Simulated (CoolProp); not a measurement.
Properties of dimethyl carbonate along the isotherm 497.7 K (Tc = 557.0 K, pc = 4.909 MPa, ω = 0.346).

Model: reference Helmholtz-energy equation of state, Zhou 2011, in CoolProp.

```tsv
p (MPa)	phase	density (kg/m³)	cp (kJ/(kg K))	cv (kJ/(kg K))	Joule-Thomson coefficient (K/MPa)	isothermal compressibility (1/MPa)
0.155	gas	3.428	1.678	1.579	9.010	6.556
0.228	gas	5.082	1.684	1.581	9.120	4.493
0.334	gas	7.530	1.691	1.584	9.288	3.104
0.491	gas	11.27	1.704	1.588	9.556	2.152
0.721	gas	17.01	[?]	1.595	9.994	1.511
1.06	gas	26.15	1.764	1.605	10.77	1.084
1.55	gas	41.31	1.846	1.624	12.30	0.8227
2.28	liquid	741.9	2.529	1.698	0.3907	0.009789
3.34	liquid	[?]	2.485	1.697	0.3262	0.008794
4.91	liquid	758.9	2.434	1.695	0.2508	0.007679
7.21	liquid	771.4	2.379	1.694	0.1683	0.006519
10.6	liquid	787.0	2.322	1.693	0.08253	0.005376
15.5	liquid	[?]	2.268	1.693	-0.0002638	0.004332
22.8	liquid	828.6	2.218	1.695	-0.07836	0.003397
33.4	liquid	855.0	2.174	1.699	-0.1466	0.002615
49.1	liquid	885.9	2.137	1.705	-0.2048	0.001970
```

Question: What belongs in the gaps?

Answer: 
- 0.721, cp (kJ/(kg K)): 1.725
- 3.34, density (kg/m³): 749.2
- 15.5, density (kg/m³): 805.8
